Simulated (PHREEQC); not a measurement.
Synthetic water in mg/L, 50 °C, pH 3.52, pe 11.5:

```json
[
 {"constituent": "Na", "mg/L": "80.5"},
 {"constituent": "K", "mg/L": "1.53"},
 {"constituent": "Ca", "mg/L": "237"},
 {"constituent": "Mg", "mg/L": "47.1"},
 {"constituent": "Cl", "mg/L": "260"},
 {"constituent": "S(6) as SO4", "mg/L": "578"},
 {"constituent": "Si as SiO2", "mg/L": "0.13"},
 {"constituent": "Br", "mg/L": "21.4"}
]
```

Valence states are taken as typed.

Model: ion-association model, phreeqc.dat, run in PHREEQC.

**Question.** The ionic strength comes out as 0.0260 mol/kgw. What activity coefficients do CaHSO4+, SO4-2, Mg+2, HSO4-, Na+ get?

**Answer.** CaHSO4+ 0.85, SO4-2 0.53, Mg+2 0.55, HSO4- 0.85, Na+ 0.85.

No solid was allowed to form. Complexes and solids missing from the database can't appear. At this temperature some constants are extrapolated from 25 °C, and those without enthalpy data are left unchanged.
